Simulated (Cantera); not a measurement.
An isothermal, constant-pressure homogeneous reactor starts with 10.7 % H2, 89.3 % O2, equivalence ratio 0.060, at 1248 K and 12.0 Torr.

Computed with Cantera and the H2/O2 subset of GRI-Mech 3.0, which has no nitrogen chemistry. Radical loss at walls, strong at low pressure, is not modelled. The temperature is held fixed by assumption; the heat of reaction is taken as removed at once.

One state of this run: x H2 = 1.07e-5; x O2 = 0.886; x HO2 = 3.50e-7; x OH = 0.000437; x H2O2 = 3.46e-8; x H2O = 0.113; x H = 3.93e-6. x: mole fraction; the columns are a selection and need not sum to one.

Q: Which value of t (s) does it belong to?
(A) 7.00
(B) 0.00396
(C) 0.352
(D) 1.00e-5

A: C, 0.352
